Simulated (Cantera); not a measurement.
# Equilibrium for nitride etching: BN + Cl₂ + N₂

Feed: 1 mol BN, 2.6 mol Cl₂, 8.8 mol N₂, held at 1750 K and 13.3 mbar.

Equilibrium computed with Cantera from the NASA thermochemical tables; the gas is ideal and each condensed phase is pure. Candidate condensed phases: B, BN; 10 gas species. The tables' values for BCl₂ are old estimates; treat these amounts as uncertain. The numbers say what is thermodynamically allowed, not how fast it happens.

```yaml
x(N₂): 0.748
x(Cl): 0.165
x(BCl₃): 0.0803
x(Cl₂): 0.00592
x(BCl₂): 0.000134
x(BCl): 1.93e-6
gas_amount: 12.43 mol
log10 activity of B(s) (absent): -6.19
```
